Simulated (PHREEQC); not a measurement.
0.012 g of hydrous ferric oxide (600 m²/g; 0.2 weak and 0.005 strong sites per Fe, Dzombak-Morel constants, diffuse double layer) in 1 kg of water with 0.001 mol/kgw of an inert sodium salt and 0.0068 mmol/kgw NaF, at 25 °C; the pH is set by adding NaOH or the inert anion's acid. Oxygen is held at 0.21 atm. No CO2 enters from the air. Nothing may precipitate in this run.

Base run: PHREEQC, ion-association model, wateq4f.dat. Each further column changes one thing. The table gives surface potential ψ (mV).

```
pH    base  background salt from 0.001 to 0.0001 mol/kgw  oxide from 0.012 to 0.06 g/kgw  2.8e-06 mol/kgw BaCl2 added
----  ----  --------------------------------------------  ------------------------------  ---------------------------
3      226                                           233                             231                          225
4.33   189                                           197                             195                          189
5      163                                           169                             166                          163
6.33   100                                           103                             101                          100
7.67    25                                            26                              25                           26
9      -51                                           -52                             -51                          -46
9.67   -89                                           -91                             -89                          -83
11    -155                                          -158                            -155                         -143
```

The oxide is taken as insoluble; below pH 4 it would dissolve.
